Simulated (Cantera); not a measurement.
# CF₄ + F₂ + H₂ (fluorocarbon and chlorocarbon gases)

A closed system holds: 1 mol CF₄, 0.018 mol F₂, 8.5 mol H₂, at 1.00 bar.

Method: chemical equilibrium by Gibbs-energy minimisation in Cantera with the NASA 1993 tables (ideal gas, pure condensed phases). Candidate condensed phases: C, C₆H₆, C₇H₈, C₈H₁₈; 95 gas species. The numbers say what is thermodynamically allowed, not how fast it happens.

| T (°C) | x H₂ | x HF | x H | x C₂H₂ (acetylene) | x CH₄ | x C₄H₂ | n C(graphite) |
|---|---|---|---|---|---|---|---|
| 1352 | 0.615 | 0.384 | 5.53e-5 | 2.19e-5 | 0.000557 | 3.02e-10 | 0.994 |
| 1427 | 0.616 | 0.384 | 0.000116 | 4.52e-5 | 0.000415 | 1.30e-9 | 0.995 |
| 1502 | 0.616 | 0.384 | 0.000227 | 8.76e-5 | 0.000317 | 4.92e-9 | 0.995 |
| 1577 | 0.615 | 0.384 | 0.000423 | 0.000161 | 0.000248 | 1.67e-8 | 0.994 |
| 1652 | 0.615 | 0.384 | 0.000750 | 0.000282 | 0.000198 | 5.15e-8 | 0.992 |
| 1727 | 0.615 | 0.384 | 0.00127 | 0.000472 | 0.000160 | 1.46e-7 | 0.988 |
| 1802 | 0.614 | 0.383 | 0.00209 | 0.000761 | 0.000132 | 3.82e-7 | 0.982 |
| 1877 | 0.612 | 0.383 | 0.00330 | 0.00119 | 0.000110 | 9.33e-7 | 0.974 |
| 1952 | 0.610 | 0.383 | 0.00506 | 0.00179 | 9.28e-5 | 2.14e-6 | 0.961 |
| 2027 | 0.607 | 0.382 | 0.00754 | 0.00262 | 7.90e-5 | 4.64e-6 | 0.943 |
| 2102 | 0.604 | 0.382 | 0.0110 | 0.00375 | 6.77e-5 | 9.56e-6 | 0.919 |
| 2177 | 0.598 | 0.381 | 0.0155 | 0.00522 | 5.83e-5 | 1.88e-5 | 0.887 |
| 2252 | 0.592 | 0.380 | 0.0216 | 0.00710 | 5.04e-5 | 3.53e-5 | 0.846 |
x: gas mole fraction; n: condensed amount in mol.

From 1352 °C to 2252 °C the condensed part is C(graphite). The main C-bearing gas is CH₄ at 1352 °C and C₂H₂ (acetylene) at 2252 °C.
